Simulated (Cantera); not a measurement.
A closed system holds: 1 mol CO, 0.19 mol H₂O, 0.36 mol N₂, held at 2348.15 K and 39.0 Pa.

These are equilibrium values from Cantera (NASA tables, ideal gas, pure condensed phases), not measurements of a reactor. Kinetics and transport are ignored.

```tsv
species	before	after
CO	0.538	0.571
N₂	0.210	0.231
CO₂	0.0487	0.0715
H	0.113	0.00662
H₂	0.0327	0.0688
O	0.0238	5.33e-5
OH	0.0101	0.000820
H₂O	0.0171	0.0496
O₂	0.00515	1.60e-5
NO	0.00140	8.18e-5
```
Gas species are given as mole fractions.

Task: Which change was made?
(A) temperature from 2348.15 K to 2023.15 K
(B) pressure from 39.0 Pa to 24000 Pa
(C) temperature from 2348.15 K to 2200 K
(D) H₂O from 0.19 to 0.28 mol

Result: B, pressure from 39.0 Pa to 24000 Pa
